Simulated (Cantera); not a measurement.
## B + H₂O + N₂ (boron, boron nitride and boron oxide)

Feed: 1 mol B, 7.6 mol H₂O, 1.9 mol N₂, equilibrated at 20.0 Pa.

These are equilibrium values from Cantera (NASA tables, ideal gas, pure condensed phases), not measurements of a reactor. Candidate condensed phases: B, BN, B₂O₃, B₃O₃H₃, H₂O; 39 gas species. Gases not in the tables: H₃BO₃. The numbers say what is thermodynamically allowed, not how fast it happens.

```
T (°C)  log p H₂O  log p H  log p N₂  log p H₂  log p HBO₂  log p O  log p OH  log p O₂  log p BO₂  log p BO
------  ---------  -------  --------  --------  ----------  -------  --------  --------  ---------  --------
1400        -3.95    -6.21     -4.42     -4.53       -4.71    -8.72     -6.95     -8.49      -7.62     -8.49
1450        -3.95    -6.00     -4.42     -4.53       -4.71    -8.26     -6.69     -8.03      -7.36     -8.21
1500        -3.95    -5.81     -4.42     -4.53       -4.71    -7.83     -6.44     -7.60      -7.12     -7.95
1550        -3.96    -5.63     -4.42     -4.54       -4.72    -7.42     -6.21     -7.19      -6.89     -7.70
1600        -3.96    -5.46     -4.43     -4.54       -4.72    -7.03     -5.99     -6.81      -6.67     -7.47
1650        -3.97    -5.30     -4.43     -4.54       -4.73    -6.67     -5.79     -6.46      -6.47     -7.24
1700        -3.98    -5.14     -4.43     -4.54       -4.74    -6.34     -5.60     -6.14      -6.28     -7.02
1750        -4.00    -4.99     -4.44     -4.53       -4.76    -6.03     -5.44     -5.87      -6.11     -6.81
1800        -4.03    -4.84     -4.45     -4.52       -4.78    -5.76     -5.30     -5.64      -5.96     -6.61
1850        -4.08    -4.70     -4.47     -4.51       -4.82    -5.52     -5.17     -5.45      -5.83     -6.41
1900        -4.14    -4.56     -4.49     -4.50       -4.86    -5.30     -5.08     -5.31      -5.72     -6.21
1950        -4.21    -4.44     -4.52     -4.49       -4.92    -5.11     -5.00     -5.21      -5.63     -6.02
2000        -4.32    -4.33     -4.55     -4.50       -5.00    -4.94     -4.95     -5.14      -5.55     -5.84
2050        -4.45    -4.23     -4.59     -4.53       -5.11    -4.80     -4.93     -5.10      -5.50     -5.68
```
log p: log10 of the partial pressure in bar; nothing condenses.

From 1400 °C to 2050 °C nothing is condensed.
